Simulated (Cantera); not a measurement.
Input (Python, Cantera) and output of one run.

```python
import numpy as np
import cantera as ct

gas_names = """
    CL CLO CL2 Fe FeCL FeCL2 FeCL3 FeO Fe(OH)2 Fe2CL4 Fe2CL6 H HCL HOCL HO2 H2 H2O H2O2 O OH O2 O3
""".split()
cond_names = """
    Fe(a) Fe(c) Fe(d) Fe(L) FeCL2(s) FeCL2(L) FeCL3(s) FeCL3(L) FeO(s) FeO(L) Fe(OH)2(s) Fe(OH)3(s)
    Fe2O3(s) Fe3O4(s) H2O(s) H2O(L)
""".split()


# ... load() reads the species with a 1 bar reference pressure and builds the phases ...
atoms = {
    'Fe2O3': {'Fe': 2, 'O': 3},
    'HCl': {'H': 1, 'CL': 1},
    'O2': {'O': 2},
}
top_T = {'Fe2O3(s)': 1830, 'Fe3O4(s)': 1870}  # K; cautious upper limits of use, not melting points


# ... equilibrate(T, P, feed) seeds the gas with the atoms and calls Mixture.equilibrate('TP', solver="vcs", rtol=1e-11, max_steps=5000) ...
results = []
feed = {'Fe2O3': 1, 'HCl': 67, 'O2': 17}  # mol
P = 30  # Pa
for T in [773, 873, 973, 1073, 1173, 1273, 1373, 1473]:
    mix = equilibrate(T, P, feed)
    results.append((T, P, feed, dict(zip(mix.species_names, mix.species_moles))))

top = {s: max(r[3][s] / sum(r[3][g] for g in gas_names) for r in results) for s in gas_names}
cols = sorted((s for s in top if top[s] > 1e-06), key=lambda s: -top[s])[:7]
seen = [c for c in cond_names if any(r[3].get(c, 0) > 1e-12 for r in results)]
print("log10 of partial pressures in bar; condensed amounts in mol")
print(f"{'T/K':>10s}" + "".join(f"{s[:9]:>10s}" for s in cols + seen))
for T, P, feed, n in results:
    ng = sum(n[g] for g in gas_names)
    print(f"{T:10.4g}" + "".join(f"{np.log10(max(n[s] / ng * P / 1e5, 1e-99)):10.3f}" for s in cols)
          + "".join(f"{n.get(c, 0):10.4g}" for c in seen))
```

Output:

```
log10 of partial pressures in bar; condensed amounts in mol
       T/K       HCL        O2        CL       H2O       CL2     FeCL2     FeCL3  Fe2O3(s)
       773    -3.708    -4.302    -7.595    -4.567    -4.568   -10.217    -8.354    0.9994
       873    -3.676    -4.270    -6.732    -4.753    -4.756    -8.409    -7.498    0.9951
       973    -3.660    -4.253    -6.055    -4.902    -4.929    -7.008    -6.864    0.9677
      1073    -3.656    -4.243    -5.536    -4.980    -5.134    -5.944    -6.456    0.7938
      1173    -3.671    -4.232    -5.194    -4.899    -5.486    -5.255    -6.400    0.1629
      1273    -3.685    -4.238    -4.911    -4.828    -5.796    -5.161    -6.846         0
      1373    -3.703    -4.255    -4.690    -4.745    -6.102    -5.158    -7.326         0
      1473    -3.728    -4.277    -4.520    -4.650    -6.412    -5.161    -7.768         0
```

These are equilibrium values from Cantera (NASA tables, ideal gas, pure condensed phases), not measurements of a reactor. Condensed phases not in the tables: FeOCl.
